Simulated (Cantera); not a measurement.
Feed: 1 mol Zr, 0.11 mol NH₃, held at 2775 K and 6.80 Pa.

These are equilibrium values from Cantera (NASA tables, ideal gas, pure condensed phases), not measurements of a reactor. Candidate condensed phases: Zr, ZrN; 11 gas species. Condensed phases not in the tables: N, O or C dissolved in the metal. Equilibrium is a limit: real reactors are often held back by kinetics, nucleation or transport.

Base state: Zr 0.633, H 0.313, N₂ 0.0525, H₂ 0.00119, N 8.07e-5 (mole fractions); condensed: Zr(l).

What changes in the equilibrium state with this change: temperature from 2775 K to 2848 K?


```
species      before     after
----------  -------  --------
Zr            0.633     0.722
H             0.313     0.238
N₂           0.0525    0.0397
H₂          0.00119  0.000411
N           8.07e-5  0.000120
Zr(l), mol    0.337         0
```
